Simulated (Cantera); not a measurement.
Transport properties of process gases

Gas mixture: N2O = 0.17 (molar parts), at 170000 Pa, frozen composition.

Cantera's kinetic-theory transport with the Lennard-Jones parameters of GRI-Mech 3.0, ideal gas; thermal conductivity in the multicomponent form. The composition is frozen, though it would react at the higher temperatures.

```
T (K)  ρ (kg/m³)  cp (J/kg/K)  μ (µPa s)  λ (mW/m/K)     Pr  D (cm²/s) N2  D (cm²/s) O  D (cm²/s) NH3
-----  ---------  -----------  ---------  ----------  -----  ------------  -----------  -------------
400         2.25        970.3       19.5        25.3  0.746         0.157        0.250          0.168
600         1.50         1101       27.3        40.4  0.744         0.320        0.507          0.365
800         1.12         1192       34.0        54.7  0.742         0.525        0.829          0.619
1000       0.900         1255       40.0        67.9  0.740         0.766         1.21          0.924
1200       0.750         1294       45.5        79.8  0.738          1.04         1.64           1.27
1400       0.643         1327       50.5        91.0  0.736          1.35         2.12           1.66
1600       0.562         1353       55.2         102  0.735          1.68         2.65           2.09
```
D: mixture-averaged diffusion coefficient of that species in the mixture.
